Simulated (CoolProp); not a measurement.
Vapour-liquid equilibrium of chloromethane (R40) (1) + isobutene (2) at 0.709 bar; x and y are mole fractions of (1).

Values from CoolProp's multi-fluid Helmholtz-energy mixture model, Thol 2014 and Lemmon 2005; pair parameters Bell 2016.

Task: Give the bubble temperature and the first vapour's composition at x = 0.35, 0.875, 0.95. Is there an azeotrope?

Result: x = 0.35: -24.9 °C, y = 0.540; x = 0.875: -30.9 °C, y = 0.918; x = 0.95: -31.5 °C, y = 0.967. No azeotrope shows between x = 0.05 and 0.95.

The pair parameters rest on a limited set of measurements; away from them the model extrapolates.
